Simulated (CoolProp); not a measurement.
Oxygen at several states: Z from the reference equation and from simpler models built on Tc = 154.6 K, pc = 5.046 MPa, ω = 0.022; each cubic takes its own stable root.

The numbers come from the reference Helmholtz-energy equation of state, Schmidt 1985 in CoolProp. Above 300 K oxygen's equation is extrapolated.

| T (K) | p (MPa) | phase | reference | van der Waals | Redlich-Kwong | Soave-Redlich-Kwong | Peng-Robinson |
|---|---|---|---|---|---|---|---|
| 87.9 | 2.18 | liquid | 0.08251 | 0.1198 | 0.08140 | 0.08239 | 0.07308 |
| 336.9 | 12.6 | supercritical | 0.9801 | 0.9439 | 0.9716 | 0.9938 | 0.9644 |
| 229.2 | 0.0364 | gas | 0.9993 | 0.9992 | 0.9993 | 0.9993 | 0.9991 |
| 65.2 | 1.45 | liquid | 0.06789 | 0.09948 | 0.06689 | 0.06791 | 0.06047 |
